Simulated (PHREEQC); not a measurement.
A made-up water analysis in mmol/kgw, 75 °C, pH 7.45, pe 8.8: Na 118; K 10.9; Ca 2.28; Mg 1.51; Cl 120; S(6) 8.49; Alkalinity (meq/kgw) 0.0702; N(5) 0.058; Cd 0.332; Li 4.27.

Valence states are taken as typed.

The numbers come from PHREEQC with the ion-association model, phreeqc.dat.

Precipitation was switched off in this run.

Task: Predict the specific conductance, charge-balance error, density.

Result: specific conductance 31800 µS/cm; charge-balance error 1.6 %; density 0.981 g/cm³.

Task: In which forms is Cd present?

Result: CdCl+ 59 %, CdCl2 18 %, Cd+2 16 %, CdSO4 3.0 %, CdCl3- 2.6 %, CdOHCl 1.2 % of the Cd.

Saturation is exceeded, for instance for Otavite; the values hold only as long as no solid forms. Complexes and solids missing from the database can't appear. At this temperature some constants are extrapolated from 25 °C, and those without enthalpy data are left unchanged.
